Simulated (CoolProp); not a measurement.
1,2-dichloroethane at several states: density (kg/m³) from the reference equation and from simpler models built on Tc = 288.4 °C, pc = 52.26 bar, ω = 0.269; each cubic takes its own stable root.

Computed with CoolProp (reference Helmholtz-energy equation of state, Thol 2015).

```
T (°C)  p (bar)   phase  reference  Redlich-Kwong  Peng-Robinson
------  -------  ------  ---------  -------------  -------------
153.15     4.33     gas      13.07              …          13.07
131.95    0.143     gas     0.4213         0.4211         0.4213
14.05      21.2  liquid          …              …           1235
65.05      1.59  liquid       1186           1003              …
167.05    0.116     gas     0.3142         0.3141         0.3142
63.25      0.74  liquid          …              …              …
```

Task: What belongs in the gaps?

Result: 
- 153.15, Redlich-Kwong: 12.92
- 14.05, reference: 1263
- 14.05, Redlich-Kwong: 1074
- 65.05, Peng-Robinson: 1170
- 63.25, reference: 1189
- 63.25, Redlich-Kwong: 2.672
- 63.25, Peng-Robinson: 1172

At some of these states Redlich-Kwong gives the other phase, because its saturation line lies elsewhere.
